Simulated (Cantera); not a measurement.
What does this Cantera script print?

```python
import numpy as np
import cantera as ct

gas = ct.Solution("gri30.yaml", transport_model="mixture-averaged")
show = ['N2', 'H', 'O']

rows = []
print(f"{'T/K':>7s}{'rho':>11s}{'cp':>10s}{'mu':>11s}{'lambda':>11s}{'Pr':>7s}" + "".join(f"{'D_' + s:>11s}" for s in show))
for T in [400, 600, 800, 1000, 1200, 1400, 1600]:
    gas.TPX = T, 140000, {'N2O': 0.36, 'N2': 0.28}
    Pr = gas.cp_mass * gas.viscosity / gas.thermal_conductivity
    D = [gas.mix_diff_coeffs_mole[gas.species_index(s)] for s in show]
    rows.append([gas.density, gas.cp_mass, gas.viscosity, gas.thermal_conductivity, Pr, *D])
    print(f"{T:7g}{gas.density:11.4e}{gas.cp_mass:10.1f}{gas.viscosity:11.4e}"
          f"{gas.thermal_conductivity:11.4e}{Pr:7.3f}" + "".join(f"{d:11.4e}" for d in D))
print("SI units: kg/m3, J/kg/K, Pa s, W/m/K, m2/s")
```

Result:

```
    T/K        rho        cp         mu     lambda     Pr       D_N2        D_H        D_O
    400 1.5581e+00     995.6 2.0558e-05 2.8443e-02  0.720 1.9082e-05 1.3066e-04 3.3515e-05
    600 1.0387e+00    1092.3 2.8260e-05 4.2602e-02  0.725 3.8903e-05 2.6717e-04 6.7477e-05
    800 7.7905e-01    1168.1 3.4854e-05 5.5845e-02  0.729 6.3709e-05 4.3821e-04 1.0986e-04
   1000 6.2324e-01    1226.5 4.0741e-05 6.8224e-02  0.732 9.2957e-05 6.3998e-04 1.5979e-04
   1200 5.1936e-01    1264.2 4.6132e-05 7.9844e-02  0.730 1.2628e-04 8.6994e-04 2.1668e-04
   1400 4.4517e-01    1295.0 5.1153e-05 9.0800e-02  0.730 1.6342e-04 1.1262e-03 2.8009e-04
   1600 3.8952e-01    1320.1 5.5886e-05 1.0117e-01  0.729 2.0418e-04 1.4075e-03 3.4969e-04
SI units: kg/m3, J/kg/K, Pa s, W/m/K, m2/s
```

Model: GRI-Mech 3.0 (53 species, 325 reactions), integrated in Cantera. The composition is frozen, though it would react at the higher temperatures.
